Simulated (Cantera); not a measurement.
Ammonia decomposition in nitride growth gas

An isothermal, constant-pressure homogeneous reactor starts with 7.69 % NH3, 92.3 % N2, at 1675 K and 0.227 atm.

Computed with Cantera and the gas-phase N/H chemistry of the illustrative SiF4/NH3 mechanism in the Surface Chemkin manual (1991). Walls and surfaces, which speed up NH3 decomposition in real reactors, are not modelled.

```
t (s)        x NH3    x N2H2     x H2       x N    x N2H4      x NH
--------  --------  --------  -------  --------  --------  --------
2.00e-5     0.0769    <1e-12  4.01e-8    <1e-12    <1e-12    <1e-12
0.000100    0.0769  3.29e-12  2.55e-7    <1e-12    <1e-12  1.67e-11
0.000502    0.0769  1.24e-10  1.34e-6    <1e-12  1.81e-11  7.01e-10
0.00252     0.0769   3.84e-9  7.17e-6  2.88e-11  4.60e-10   2.63e-8
0.0126      0.0768   8.41e-8  8.66e-5  4.75e-10   8.46e-9   2.48e-7
0.0632      0.0761   1.49e-7  0.00114   4.15e-9   1.34e-8   4.44e-7
0.317       0.0722   1.37e-7  0.00651   2.39e-8   9.70e-9   6.55e-7
1.59        0.0567   9.11e-8   0.0281   5.83e-8   5.19e-9   7.29e-7
7.96        0.0223   2.33e-8   0.0760   5.76e-8   1.11e-9   4.67e-7
39.9       0.00210  7.20e-10    0.104   2.40e-8  2.50e-11   1.16e-7
200       0.000157  7.12e-12    0.107   3.43e-9    <1e-12   1.32e-8
```
x: mole fraction; the columns are a selection and need not sum to one.

Equilibrium at this temperature and pressure: NH3 2.91e-7, N2H2 <1e-12, H2 0.107, N 6.58e-12, N2H4 <1e-12, NH 2.51e-11 (gas phase only).
